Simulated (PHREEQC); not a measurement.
Consider water at 20 °C with 2.7 mmol/kgw CaBr2. It is in equilibrium with CO2 at log p = -3.5 (atm). Otherwise closed; pH follows from the charge balance.

The numbers come from PHREEQC with the ion-association model, phreeqc.dat.

| quantity | before | after |
|---|---|---|
| pH | 5.64 | 2.52 |
| ionic strength (mol/kgw) | 0.00810 | 0.0128 |
| HCO3- (mol/kgw) | 2.44e-6 | 1.91e-9 |

Task: Which change was made?
A) CaBr2 replaced by Ca(HCO3)2 at the same molality
B) CaBr2 from 0.0027 to 0.027 mol/kgw
C) 0.0018 mol/kgw H2SiF6 added
D) CaBr2 from 0.0027 to 0.00297 mol/kgw
E) CaBr2 replaced by NH4Br at the same molality

Result: C, 0.0018 mol/kgw H2SiF6 added

This is a speciation only: nothing precipitates in the calculation. Some of these states are supersaturated (in Fluorite, Quartz (slow to form), for instance). SiF6-2 is the database's only silicon fluoride.
